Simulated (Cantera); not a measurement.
Equilibrium for aluminium nitride and oxide growth: AlCl3 + H2O + N2

Feed: 1 mol AlCl3, 1.2 mol H2O, 2.8 mol N2, held at 0.0190 bar.

Method: chemical equilibrium by Gibbs-energy minimisation in Cantera with the NASA 1993 tables (ideal gas, pure condensed phases). Candidate condensed phases: Al, AlCl3, AlN, Al2O3, H2O, NH4Cl; 45 gas species. The tables' values for AlCl2 are old estimates; treat these amounts as uncertain. The numbers say what is thermodynamically allowed, not how fast it happens.

```
T (K)   x N2  x HCl  x AlCl3      x Cl      x H2   x AlCl2  n Al2O3(s)
-----  -----  -----  -------  --------  --------  --------  ----------
1198   0.518  0.444   0.0370   7.92e-5   4.51e-5   1.42e-7       0.400
1273   0.518  0.444   0.0370  0.000192  0.000103   7.21e-7       0.400
1348   0.518  0.444   0.0370  0.000420  0.000218   3.07e-6       0.400
1423   0.518  0.443   0.0370  0.000845  0.000428   1.12e-5       0.400
1498   0.518  0.442   0.0370   0.00159  0.000787   3.59e-5       0.400
1573   0.518  0.441   0.0370   0.00280   0.00136  0.000103       0.400
1648   0.517  0.439   0.0368   0.00471   0.00222  0.000265       0.400
1723   0.516  0.435   0.0364   0.00761   0.00344  0.000623       0.400
1798   0.515  0.431   0.0355    0.0119   0.00504   0.00134       0.399
1873   0.513  0.424   0.0338    0.0180   0.00701   0.00260       0.399
```
x: gas mole fraction; n: condensed amount in mol.

From 1198 K to 1873 K the condensed part is Al2O3(s). The main Al-bearing gas is AlCl3 throughout.
